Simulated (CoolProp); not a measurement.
Vapour-liquid equilibrium of propylene (1) + R152A (2) at 331.3 K; x and y are mole fractions of (1).

The numbers come from the multi-fluid Helmholtz-energy mixture model, Lemmon 2013 and Outcalt 1996; pair parameters Bell 2016 in CoolProp.

**Question.** Give the bubble pressure and the first vapour's composition at x = 0.575, 0.65, 0.875. Is there an azeotrope?

**Answer.** x = 0.575: 23.62 bar, y = 0.642; x = 0.65: 24.17 bar, y = 0.696; x = 0.875: 24.84 bar, y = 0.872. y crosses x between x = 0.8 and 0.875: the model has an azeotrope there.

Pair parameters are fitted to limited data, so mixtures are less certain than the pure fluids.
